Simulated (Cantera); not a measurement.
A closed system holds: 1 mol FeS, 2.4 mol SO₂, 0.053 mol H₂O, 0.23 mol H₂S, held at 1675 °C and 0.100 bar.

These are equilibrium values from Cantera (NASA tables, ideal gas, pure condensed phases), not measurements of a reactor. Candidate condensed phases: Fe, FeO, Fe(OH)₂, Fe(OH)₃, FeS, FeSO₄, FeS₂, Fe₂O₃, Fe₂(SO₄)₃, Fe₃O₄, H₂O, H₂SO₄, S; 22 gas species. The tables' stoichiometric FeO is somewhat more stable than real wüstite, so its field is too wide. FeO: taken at fixed stoichiometry. Rates play no part.

Base state: SO₂ 0.553, S₂ 0.265, SO 0.0761, H₂O 0.0678, H₂ 0.0197, S₂O 0.00716, SH 0.00458, S 0.00365 (mole fractions); condensed: FeO(l).

**Question.** What changes in the equilibrium state with this change: 0.028 mol CO₂ added?

**Answer.** 
```tsv
species	before	after
SO₂	0.553	0.549
S₂	0.265	0.261
SO	0.0761	0.0756
CO	0	0.00505
CO₂	0	0.00397
H₂	0.0197	0.0194
H₂O	0.0678	0.0671
Fe	0.000270	0.000270
COS	0	2.00e-5
H₂S	0.00219	0.00215
S₂O	0.00716	0.00705
SH	0.00458	0.00452
Fe(OH)₂	2.11e-5	2.08e-5
FeO(l), mol	0.999	0.999
```
Further candidate phases: C, C₆H₆, C₇H₈, C₈H₁₈, Fe(CO)₅.
